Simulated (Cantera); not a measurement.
## Equilibrium for nitride etching: BN + O₂ + N₂

Feed: 1 mol BN, 0.27 mol O₂, 0.34 mol N₂, equilibrated at 0.00740 bar.

Equilibrium computed with Cantera from the NASA thermochemical tables; the gas is ideal and each condensed phase is pure. Candidate condensed phases: B, BN, B₂O₃; 17 gas species. Mutual solubility and eutectic melting of coexisting phases are not modelled. The numbers say what is thermodynamically allowed, not how fast it happens.

From 1473 K to 1723 K the condensed part is BN(s) + B₂O₃(l). From 1773 K to 2073 K the condensed part is BN(s). The main B-bearing gas is B₂O₃ at 1473 K and B₂O₂ at 2073 K. The share of B in condensed phases is highest at 1473 K (99.8 %) and lowest at 2073 K (48.3 %).

```json
[
 {"T (K)": "1473", "x N₂": "0.998", "x B₂O₃": "0.00167", "x B₂O₂": "5.41e-5", "x BO": "1.04e-5", "x B₂O": "1.39e-11", "x BO₂": "4.10e-8", "x B": "<1e-12", "n BN(s)": "0.640", "n B₂O₃(l)": "0.179"},
 {"T (K)": "1523", "x N₂": "0.995", "x B₂O₃": "0.00466", "x B₂O₂": "0.000219", "x BO": "3.79e-5", "x B₂O": "1.26e-10", "x BO₂": "1.36e-7", "x B": "<1e-12", "n BN(s)": "0.640", "n B₂O₃(l)": "0.177"},
 {"T (K)": "1573", "x N₂": "0.987", "x B₂O₃": "0.0121", "x B₂O₂": "0.000809", "x BO": "0.000127", "x B₂O": "9.96e-10", "x BO₂": "4.18e-7", "x B": "4.55e-12", "n BN(s)": "0.640", "n B₂O₃(l)": "0.173"},
 {"T (K)": "1623", "x N₂": "0.967", "x B₂O₃": "0.0297", "x B₂O₂": "0.00276", "x BO": "0.000397", "x B₂O": "6.95e-9", "x BO₂": "1.19e-6", "x B": "3.07e-11", "n BN(s)": "0.639", "n B₂O₃(l)": "0.163"},
 {"T (K)": "1673", "x N₂": "0.921", "x B₂O₃": "0.0687", "x B₂O₂": "0.00884", "x BO": "0.00116", "x B₂O": "4.39e-8", "x BO₂": "3.18e-6", "x B": "1.87e-10", "n BN(s)": "0.636", "n B₂O₃(l)": "0.138"},
 {"T (K)": "1723", "x N₂": "0.819", "x B₂O₃": "0.151", "x B₂O₂": "0.0270", "x BO": "0.00322", "x B₂O": "2.61e-7", "x BO₂": "7.88e-6", "x B": "1.06e-9", "n BN(s)": "0.628", "n B₂O₃(l)": "0.0708"},
 {"T (K)": "1773", "x N₂": "0.730", "x B₂O₃": "0.205", "x B₂O₂": "0.0578", "x BO": "0.00730", "x B₂O": "1.21e-6", "x BO₂": "1.39e-5", "x B": "5.49e-9", "n BN(s)": "0.610", "n B₂O₃(l)": "0"},
 {"T (K)": "1823", "x N₂": "0.723", "x B₂O₃": "0.178", "x B₂O₂": "0.0862", "x BO": "0.0135", "x B₂O": "4.18e-6", "x BO₂": "1.81e-5", "x B": "2.46e-8", "n BN(s)": "0.593", "n B₂O₃(l)": "0"},
 {"T (K)": "1873", "x N₂": "0.713", "x B₂O₃": "0.144", "x B₂O₂": "0.120", "x BO": "0.0234", "x B₂O": "1.32e-5", "x BO₂": "2.20e-5", "x B": "1.02e-7", "n BN(s)": "0.572", "n B₂O₃(l)": "0"},
 {"T (K)": "1923", "x N₂": "0.701", "x B₂O₃": "0.107", "x B₂O₂": "0.154", "x BO": "0.0383", "x B₂O": "3.81e-5", "x BO₂": "2.50e-5", "x B": "3.93e-7", "n BN(s)": "0.547", "n B₂O₃(l)": "0"},
 {"T (K)": "1973", "x N₂": "0.687", "x B₂O₃": "0.0728", "x B₂O₂": "0.181", "x BO": "0.0590", "x B₂O": "0.000101", "x BO₂": "2.62e-5", "x B": "1.42e-6", "n BN(s)": "0.521", "n B₂O₃(l)": "0"},
 {"T (K)": "2023", "x N₂": "0.672", "x B₂O₃": "0.0450", "x B₂O₂": "0.197", "x BO": "0.0857", "x B₂O": "0.000244", "x BO₂": "2.53e-5", "x B": "4.79e-6", "n BN(s)": "0.499", "n B₂O₃(l)": "0"},
 {"T (K)": "2073", "x N₂": "0.657", "x B₂O₃": "0.0256", "x B₂O₂": "0.199", "x BO": "0.118", "x B₂O": "0.000546", "x BO₂": "2.29e-5", "x B": "1.53e-5", "n BN(s)": "0.483", "n B₂O₃(l)": "0"}
]
```
x: gas mole fraction; n: condensed amount in mol.
